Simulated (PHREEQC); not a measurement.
A solution holds 0.071 mmol/kgw K2CO3 and 0.05 mmol/kgw Fe(NO3)3, at 20 °C. Closed to the air; pH follows from the charge balance.

Equilibrium calculation in PHREEQC: ion-association model, wateq4f.dat.

```json
{
  "pH": "6.33",
  "ionic_strength": "0.000184 mol/kgw",
  "total_alkalinity": "0.0420 meq/kg"
}
```

| species | molality | activity | log γ |
|---|---|---|---|
| NO3- | 0.000150 | 0.000148 | -0.007 |
| K+ | 0.000142 | 0.000140 | -0.007 |
| Fe(OH)2+ | 4.10e-5 | 4.04e-5 | -0.007 |
| CO2 | 3.74e-5 | 3.74e-5 | 0.000 |
| HCO3- | 3.36e-5 | 3.31e-5 | -0.007 |
| Fe(OH)3 | 8.89e-6 | 8.89e-6 | 0.000 |
| H+ | 4.76e-7 | 4.69e-7 | -0.007 |
| FeOH+2 | 7.38e-8 | 6.94e-8 | -0.027 |
| OH- | 1.47e-8 | 1.45e-8 | -0.007 |
| Fe(OH)4- | 1.43e-8 | 1.41e-8 | -0.007 |
| CO3-2 | 3.16e-9 | 2.97e-9 | -0.027 |

No solid was allowed to form. Examples of supersaturated solids here: Fe(OH)3(a), Hematite (slow to form). Others may be too. Complexes and solids missing from the database can't appear.
